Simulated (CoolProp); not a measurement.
The fluid at 297.71 K and 0.255 MPa (stagnation) flows isentropically through a choked orifice. The same conditions are run with several fluids, on thermodynamics alone (safety and materials aside).

Computed with CoolProp (reference Helmholtz-energy equation of state of each fluid (chlorine: Thol 2021; carbon monoxide: Lemmon 2006; C2F6 (R116): Lemmon 2006; ethylene: Smukala 2000; R143a: Lemmon and Jacobsen 2000)).

Problem. Rank chlorine, carbon monoxide, C2F6 (R116), ethylene, R143a by throat to inlet pressure ratio, highest first.

Solution. C2F6 (R116) (0.590), R143a (0.583), ethylene (0.552), chlorine (0.540), carbon monoxide (0.528)

```tsv
fluid	mass flux (kg/(m² s))	throat temperature (K)
chlorine	932	255.0
carbon monoxide	588	248.0
C2F6 (R116)	1200	285.0
ethylene	569	263.7
R143a	955	279.8
```
